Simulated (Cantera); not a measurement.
Standard-state values (1 bar) from the NASA 1993 polynomials, evaluated with Cantera. Values are per mole of reaction as written; species without (g) are pure solids or liquids, kept so even where they would boil at 1 bar.

TiCl3(g) + 5 TiO2 → 3 Cl(g) + 2 Ti3O5

| T (K) | ΔH° (kJ) | ΔS° (J/K) | ΔG° (kJ) | log10 K |
|---|---|---|---|---|
| 2248 | ___ | ___ | ___ | ___ |
| 2348 | 838.2 | 331.9 | 58.8 | -1.31 |
| 2448 | 839.3 | 332.4 | 25.6 | -0.55 |
| 2548 | ___ | ___ | ___ | ___ |
| 2648 | 841.6 | 333.3 | -41.0 | 0.81 |

Q: Fill in the missing entries.

A: 
- 2248, ΔH° (kJ): 837.0
- 2248, ΔS° (J/K): 331.4
- 2248, ΔG° (kJ): 92.0
- 2248, log10 K: -2.14
- 2548, ΔH° (kJ): 840.5
- 2548, ΔS° (J/K): 332.9
- 2548, ΔG° (kJ): -7.7
- 2548, log10 K: 0.16
